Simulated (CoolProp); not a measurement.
n-nonane at several states: density (kg/m³) from the reference equation and from simpler models built on Tc = 594.5 K, pc = 2.282 MPa, ω = 0.443; each cubic takes its own stable root.

Computed with CoolProp (reference Helmholtz-energy equation of state, Lemmon 2006). It is a short technical equation, of lower accuracy than the large ones.

| T (K) | p (MPa) | phase | reference | van der Waals | Redlich-Kwong | Soave-Redlich-Kwong | Peng-Robinson |
|---|---|---|---|---|---|---|---|
| 445.5 | 12 | liquid | 613.5 | 371.9 | 515.7 | 535.6 | 601.6 |
| 470.9 | 0.463 | liquid | 563.2 | 17.17 | 17.88 | 474.1 | 537.6 |
| 335.2 | 0.593 | liquid | 685.2 | 375.3 | 553.6 | 581.1 | 654.0 |

At some of these states van der Waals, Redlich-Kwong gives the other phase, because its saturation line lies elsewhere.
